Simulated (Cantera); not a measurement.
## Silicon oxide and oxynitride deposition: SiCl₄ + NO + H₂ + N₂O

Charge: 1 mol SiCl₄, 0.19 mol NO, 5.3 mol H₂, 0.28 mol N₂O, held at 16.0 Pa.

Equilibrium computed with Cantera from the NASA thermochemical tables; the gas is ideal and each condensed phase is pure. Candidate condensed phases: H₂O, NH₄Cl, Si, SiO₂, Si₂N₂O, Si₃N₄; 47 gas species. Mutual solubility and eutectic melting of coexisting phases are not modelled. The tables' values for SiCl₃, SiCl are old estimates; treat these amounts as uncertain. The tables hold silica as quartz up to 1696 K and as liquid above; real silica turns to tridymite and cristobalite and melts near 1996 K. Kinetics and transport are ignored.

From 673 K to 823 K the condensed part is SiO₂(α-quartz) + Si₂N₂O(s). From 973 K to 1273 K the condensed part is SiO₂(β-quartz) + Si₂N₂O(s). At 1423 K the condensed part is Si₂N₂O(s). From 1573 K to 1723 K nothing is condensed. The main Si-bearing gas is SiCl₄ at 673 K and SiCl₂ at 1723 K.

```json
[
 {"T (K)": "673", "log p H₂": "-4.08", "log p HCl": "-4.14", "log p SiCl₂": "-15.23", "log p SiO": "<-15", "log p N₂": "-11.76", "log p SiCl₄": "-5.34", "n SiO₂(α-quartz)": "0.0475", "n Si₂N₂O(s)": "0.375", "n SiO₂(β-quartz)": "0"},
 {"T (K)": "823", "log p H₂": "-4.08", "log p HCl": "-4.14", "log p SiCl₂": "-10.94", "log p SiO": "<-15", "log p N₂": "-10.89", "log p SiCl₄": "-5.34", "n SiO₂(α-quartz)": "0.0475", "n Si₂N₂O(s)": "0.375", "n SiO₂(β-quartz)": "0"},
 {"T (K)": "973", "log p H₂": "-4.08", "log p HCl": "-4.14", "log p SiCl₂": "-8.01", "log p SiO": "-11.79", "log p N₂": "-10.25", "log p SiCl₄": "-5.35", "n SiO₂(α-quartz)": "0", "n Si₂N₂O(s)": "0.375", "n SiO₂(β-quartz)": "0.0475"},
 {"T (K)": "1123", "log p H₂": "-4.09", "log p HCl": "-4.13", "log p SiCl₂": "-6.06", "log p SiO": "-8.41", "log p N₂": "-9.46", "log p SiCl₄": "-5.50", "n SiO₂(α-quartz)": "0", "n Si₂N₂O(s)": "0.375", "n SiO₂(β-quartz)": "0.0474"},
 {"T (K)": "1273", "log p H₂": "-4.11", "log p HCl": "-4.11", "log p SiCl₂": "-5.46", "log p SiO": "-6.30", "log p N₂": "-7.45", "log p SiCl₄": "-6.45", "n SiO₂(α-quartz)": "0", "n Si₂N₂O(s)": "0.373", "n SiO₂(β-quartz)": "0.0368"},
 {"T (K)": "1423", "log p H₂": "-4.12", "log p HCl": "-4.18", "log p SiCl₂": "-5.14", "log p SiO": "-5.20", "log p N₂": "-5.36", "log p SiCl₄": "-7.52", "n SiO₂(α-quartz)": "0", "n Si₂N₂O(s)": "0.160", "n SiO₂(β-quartz)": "0"},
 {"T (K)": "1573", "log p H₂": "-4.12", "log p HCl": "-4.24", "log p SiCl₂": "-4.99", "log p SiO": "-5.04", "log p N₂": "-5.13", "log p SiCl₄": "-8.52", "n SiO₂(α-quartz)": "0", "n Si₂N₂O(s)": "0", "n SiO₂(β-quartz)": "0"},
 {"T (K)": "1723", "log p H₂": "-4.13", "log p HCl": "-4.25", "log p SiCl₂": "-4.99", "log p SiO": "-5.04", "log p N₂": "-5.14", "log p SiCl₄": "-9.37", "n SiO₂(α-quartz)": "0", "n Si₂N₂O(s)": "0", "n SiO₂(β-quartz)": "0"}
]
```
log p: log10 of the partial pressure in bar; n: condensed amount in mol.
